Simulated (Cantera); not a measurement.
Input (Python, Cantera):

```python
import numpy as np
import cantera as ct

gas = ct.Solution("gri30.yaml")
gas.TPX = 1623, 1000000, {'CH4': 1, 'O2': 2.06, 'N2': 7.75}
reactor = ct.IdealGasReactor(gas, energy="on", clone=False)
net = ct.ReactorNet([reactor])
net.rtol, net.atol = 1e-08, 1e-16
show = ['CH4', 'O2', 'C2H2', 'N2O', 'C2H4', 'HCN']
times = np.geomspace(3e-06, 3, 16)

steps = ct.SolutionArray(gas, extra=["t"])
rows = []
print(f"{'t/s':>10s}{'T/K':>9s}{'P/Pa':>11s}" + "".join(f"{s:>11s}" for s in show))
for t in times:
    while net.time < t:
        t_next = net.step()
        steps.append(gas.state, t=t_next)
    rows.append([np.interp(t, steps.t, y) for y in (steps.T, steps.P, *steps(*show).X.T)])
    print(f"{t:10.3e}{rows[-1][0]:9.1f}{rows[-1][1]:11.4g}" + "".join(f"{x:11.3e}" for x in rows[-1][2:]))
rate = np.gradient(steps.T, steps.t)
print("integrator steps:", len(steps.t))
if steps.T.max() > steps.T[0] + 200:
    print(f"time of steepest temperature rise: {steps.t[rate.argmax()]:.4e} s")
gas.TPX = 1623, 1000000, {'CH4': 1, 'O2': 2.06, 'N2': 7.75}
gas.equilibrate("UV")
print(f"equilibrium (UV): T = {gas.T:.1f} K  " + "  ".join(f"{s} {gas[s].X[0]:.3e}" for s in show))
```

Output:

```
       t/s      T/K       P/Pa        CH4         O2       C2H2        N2O       C2H4        HCN
 3.000e-06   1622.9  9.999e+05  9.247e-02  1.905e-01  3.494e-12  1.581e-10  2.606e-08  1.596e-15
 7.536e-06   1622.9      1e+06  9.235e-02  1.905e-01  2.982e-10  7.772e-10  7.984e-07  1.576e-14
 1.893e-05   1625.7  1.002e+06  9.149e-02  1.900e-01  3.350e-08  3.705e-09  2.268e-05  2.318e-13
 4.755e-05   1685.1  1.041e+06  8.101e-02  1.824e-01  9.062e-06  3.978e-08  8.013e-04  2.751e-11
 1.194e-04   3136.1  2.017e+06  1.819e-13  1.976e-02  5.692e-16  3.692e-06  2.192e-20  1.875e-08
 3.000e-04   3133.9  2.015e+06  1.847e-13  1.936e-02  5.745e-16  3.752e-06  2.233e-20  1.984e-08
 7.536e-04   3133.9  2.015e+06  1.847e-13  1.935e-02  5.745e-16  3.752e-06  2.233e-20  1.984e-08
 1.893e-03   3133.9  2.015e+06  1.847e-13  1.935e-02  5.745e-16  3.752e-06  2.233e-20  1.984e-08
 4.755e-03   3133.9  2.015e+06  1.847e-13  1.935e-02  5.745e-16  3.752e-06  2.233e-20  1.984e-08
 1.194e-02   3133.9  2.015e+06  1.847e-13  1.935e-02  5.745e-16  3.752e-06  2.233e-20  1.984e-08
 3.000e-02   3133.9  2.015e+06  1.847e-13  1.935e-02  5.745e-16  3.752e-06  2.233e-20  1.984e-08
 7.536e-02   3133.9  2.015e+06  1.847e-13  1.935e-02  5.745e-16  3.752e-06  2.233e-20  1.984e-08
 1.893e-01   3133.9  2.015e+06  1.847e-13  1.935e-02  5.745e-16  3.752e-06  2.233e-20  1.984e-08
 4.755e-01   3133.9  2.015e+06  1.847e-13  1.935e-02  5.745e-16  3.752e-06  2.233e-20  1.984e-08
 1.194e+00   3133.9  2.015e+06  1.847e-13  1.935e-02  5.745e-16  3.752e-06  2.233e-20  1.984e-08
 3.000e+00   3133.9  2.015e+06  1.847e-13  1.935e-02  5.745e-16  3.752e-06  2.233e-20  1.984e-08
integrator steps: 1910
time of steepest temperature rise: 5.7892e-05 s
equilibrium (UV): T = 3133.9 K  CH4 2.336e-13  O2 1.935e-02  C2H2 6.065e-16  N2O 3.752e-06  C2H4 2.423e-20  HCN 1.984e-08
```

Model: GRI-Mech 3.0 (53 species, 325 reactions), integrated in Cantera. Above 3000 K some thermodynamic fits are extrapolated.
